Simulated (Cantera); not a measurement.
Charge: 1 mol FeCl3, 1.2 mol H2, 0.97 mol N2, equilibrated at 1.33 mbar.

Equilibrium computed with Cantera from the NASA thermochemical tables; the gas is ideal and each condensed phase is pure. Candidate condensed phases: Fe, FeCl2, FeCl3, NH4Cl; 18 gas species. Rates play no part.

At 2098 K, list the 6 most abundant gas species with their mole fractions, and the condensed phases.

HCl 0.338, N2 0.230, FeCl2 0.154, H2 0.102, Fe 0.0824, Cl 0.0654. Condensed: gas only.
